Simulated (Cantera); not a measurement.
What does this Cantera script print?

```python
import numpy as np
import cantera as ct

gas = ct.Solution("gri30.yaml")
gas.TPX = 1800, 500000, {'CH4': 1, 'O2': 3.39, 'N2': 30}
reactor = ct.IdealGasConstPressureReactor(gas, energy="on", clone=False)
net = ct.ReactorNet([reactor])
net.rtol, net.atol = 1e-08, 1e-16
show = ['CH4', 'O2', 'C2H', 'H2', 'HCN']
times = np.geomspace(1e-06, 0.2, 16)

steps = ct.SolutionArray(gas, extra=["t"])
rows = []
print(f"{'t/s':>10s}{'T/K':>9s}{'P/Pa':>11s}" + "".join(f"{s:>11s}" for s in show))
for t in times:
    while net.time < t:
        t_next = net.step()
        steps.append(gas.state, t=t_next)
    rows.append([np.interp(t, steps.t, y) for y in (steps.T, steps.P, *steps(*show).X.T)])
    print(f"{t:10.3e}{rows[-1][0]:9.1f}{rows[-1][1]:11.4g}" + "".join(f"{x:11.3e}" for x in rows[-1][2:]))
rate = np.gradient(steps.T, steps.t)
print("integrator steps:", len(steps.t))
if steps.T.max() > steps.T[0] + 200:
    print(f"time of steepest temperature rise: {steps.t[rate.argmax()]:.4e} s")
gas.TPX = 1800, 500000, {'CH4': 1, 'O2': 3.39, 'N2': 30}
gas.equilibrate("HP")
print(f"equilibrium (HP): T = {gas.T:.1f} K  " + "  ".join(f"{s} {gas[s].X[0]:.3e}" for s in show))
```

It prints:

```
       t/s      T/K       P/Pa        CH4         O2        C2H         H2        HCN
 1.000e-06   1799.9      5e+05  2.907e-02  9.857e-02  3.086e-19  2.333e-06  1.176e-14
 2.256e-06   1799.9      5e+05  2.904e-02  9.856e-02  2.186e-17  5.881e-06  7.339e-14
 5.091e-06   1799.7      5e+05  2.898e-02  9.854e-02  1.556e-15  1.576e-05  4.619e-13
 1.149e-05   1799.6      5e+05  2.873e-02  9.844e-02  1.733e-13  5.545e-05  3.634e-12
 2.592e-05   1803.7      5e+05  2.695e-02  9.742e-02  8.597e-11  4.906e-04  1.190e-10
 5.848e-05   2223.1      5e+05  1.194e-16  4.212e-02  1.969e-21  3.011e-03  8.641e-12
 1.320e-04   2367.8      5e+05  6.106e-19  4.016e-02  9.949e-25  7.548e-04  2.306e-12
 2.977e-04   2387.7      5e+05  1.813e-19  3.990e-02  1.309e-25  4.374e-04  1.204e-12
 6.718e-04   2388.1      5e+05  1.704e-19  3.980e-02  1.169e-25  4.253e-04  1.179e-12
 1.516e-03   2387.3      5e+05  1.696e-19  3.961e-02  1.147e-25  4.246e-04  1.223e-12
 3.420e-03   2385.7      5e+05  1.679e-19  3.921e-02  1.103e-25  4.230e-04  1.309e-12
 7.717e-03   2382.5      5e+05  1.648e-19  3.847e-02  1.024e-25  4.201e-04  1.446e-12
 1.741e-02   2377.8      5e+05  1.601e-19  3.737e-02  9.165e-26  4.161e-04  1.604e-12
 3.928e-02   2373.8      5e+05  1.560e-19  3.642e-02  8.313e-26  4.126e-04  1.709e-12
 8.864e-02   2372.5      5e+05  1.548e-19  3.613e-02  8.063e-26  4.116e-04  1.736e-12
 2.000e-01   2372.4      5e+05  1.547e-19  3.611e-02  8.052e-26  4.115e-04  1.737e-12
integrator steps: 1680
time of steepest temperature rise: 4.6133e-05 s
equilibrium (HP): T = 2372.4 K  CH4 2.312e-19  O2 3.611e-02  C2H 9.039e-26  H2 4.115e-04  HCN 1.737e-12
```

Computed with Cantera and GRI-Mech 3.0 (53 species, 325 reactions).
